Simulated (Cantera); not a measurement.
A perfectly stirred reactor is fed with CH₄ : O₂ : N₂ : H₂O = 1 : 2.63 : 9.89 : 1.4 (molar parts), equivalence ratio 0.76, at 0.740 bar; it is adiabatic with a 750 K inlet, and is followed from long to short residence time, starting on the burning branch (τ in s: 0.37, 0.12, 0.037, 0.012, 0.0036, 0.0011, 0.00036, 0.00011, 3.5e-05, 1.1e-05, 3.4e-06).

Model: GRI-Mech 3.0 (53 species, 325 reactions), integrated in Cantera.

**Question.** Predict: blow-out, bracketed by the residence times tried; x(CH₄) at τ = 0.370 s; x(O₂) at τ = 0.370 s; x(H₂O) at τ = 0.370 s; x(CH₂) at τ = 0.370 s; x(NO₂) at τ = 0.370 s; x(CH₄) at τ = 1.10 ms; x(O₂) at τ = 1.10 ms; x(H₂O) at τ = 1.10 ms; x(CH₂) at τ = 1.10 ms; x(NO₂) at τ = 1.10 ms.

**Answer.** 
```json
{
 "blow_out_bracketed_by_the_residence_times_tried": "burning at 0.110 ms, out at 35.0 µs",
 "x(CH₄) at τ = 0.370 s": "1.17e-6",
 "x(O₂) at τ = 0.370 s": "0.0416",
 "x(H₂O) at τ = 0.370 s": "0.225",
 "x(CH₂) at τ = 0.370 s": "2.47e-8",
 "x(NO₂) at τ = 0.370 s": "6.02e-7",
 "x(CH₄) at τ = 1.10 ms": "0.000113",
 "x(O₂) at τ = 1.10 ms": "0.0470",
 "x(H₂O) at τ = 1.10 ms": "0.213",
 "x(CH₂) at τ = 1.10 ms": "2.32e-6",
 "x(NO₂) at τ = 1.10 ms": "1.03e-8"
}
```
